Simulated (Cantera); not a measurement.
An isothermal, constant-pressure homogeneous reactor starts with 23.3 % CH4, 76.7 % H2, at 1700 K and 5.85 Torr.

Detailed kinetics in Cantera: GRI-Mech 3.0 (53 species, 325 reactions). GRI-Mech 3.0 stops at C3 and has no aromatics, soot or wall deposition, so with more carbon than oxygen in the feed, carbon stays in small species such as C2H2 where larger ones or solid carbon would form. Radical loss at walls, strong at low pressure, is not modelled.

Task: Predict: x(CH4) at 3.00 s; x(H2) at 3.00 s; x(CH2) at 3.00 s; x(C2H) at 3.00 s; x(C2H6) at 3.00 s; x(CH3) at 3.00 s; x(C2H4) at 3.00 s.

Result: x(CH4) at 3.00 s: 0.00892 (gas-phase equilibrium 0.000261)
x(H2) at 3.00 s: 0.899 (gas-phase equilibrium 0.904)
x(CH2) at 3.00 s: 3.99e-7 (gas-phase equilibrium 1.70e-8)
x(C2H) at 3.00 s: 7.72e-7 (gas-phase equilibrium 9.28e-7)
x(C2H6) at 3.00 s: 3.18e-7 (gas-phase equilibrium 5.11e-10)
x(CH3) at 3.00 s: 0.000276 (gas-phase equilibrium 9.34e-6)
x(C2H4) at 3.00 s: 4.26e-5 (gas-phase equilibrium 3.21e-5)
